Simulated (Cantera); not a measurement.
Feed: 1 mol Ti, 15 mol H2O, a varied amount of H2, at 1875 °C and 0.460 bar.

These are equilibrium values from Cantera (NASA tables, ideal gas, pure condensed phases), not measurements of a reactor. Candidate condensed phases: H2O, Ti, TiO, TiO2, Ti2O3, Ti3O5, Ti4O7; 12 gas species. Condensed phases not in the tables: Magnéli phases beyond Ti4O7. Equilibrium is a limit: real reactors are often held back by kinetics, nucleation or transport.

Task: At 230 mol H2, list the 4 most abundant gas species with their mole fractions, and the condensed phases.

Result: H2 0.940, H2O 0.0539, H 0.00596, OH 4.40e-5. Condensed: Ti4O7(l).
